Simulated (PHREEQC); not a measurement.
A solution holds 0.014 mol/kgw NiSO4, 0.00013 mol/kgw NaCl and 0.069 mol/kgw NiCl2, at 5 °C. Closed to the air; pH follows from the charge balance.

Model: ion-association model, wateq4f.dat, run in PHREEQC.

Each row changes one thing in this solution. No solid was allowed to form.

| case | pH | ionic strength (mol/kgw) | Ni+2 (mol/kgw) | SO4-2 (mol/kgw) | NiSO4 (mol/kgw) | NiCl+ (mol/kgw) | SI of Morenosite (NiSO4:7H2O) |
|---|---|---|---|---|---|---|---|
| as made | 6.11 | 0.218 | 0.0679 | 0.00710 | 0.00690 | 0.00659 | -1.85 |
| NiCl2 from 0.069 to 0.0069 mol/kgw | 6.37 | 0.0572 | 0.0159 | 0.00922 | 0.00477 | 0.000242 | -2.01 |
| diluted 100-fold with water | 6.82 | 0.00258 | 0.000816 | 0.000129 | 1.11e-5 | 2.28e-6 | -4.65 |
| temperature from 5 to 80 °C | 5.19 | 0.217 | 0.0684 | 0.00623 | 0.00776 | 0.00560 | -2.54 |
| NiCl2 from 0.069 to 0.0138 mol/kgw | 6.31 | 0.0750 | 0.0219 | 0.00870 | 0.00529 | 0.000608 | -1.97 |
| temperature from 5 to 35 °C | 5.66 | 0.216 | 0.0679 | 0.00654 | 0.00745 | 0.00624 | -2.15 |

Species that the database lacks are ignored. In wateq4f.dat the enthalpy of Ni(OH)2 has the wrong sign, so its saturation index can't be trusted away from 25 °C. Away from 25 °C the constants follow the database's enthalpies or fits; those with neither stay at their 25 °C values.
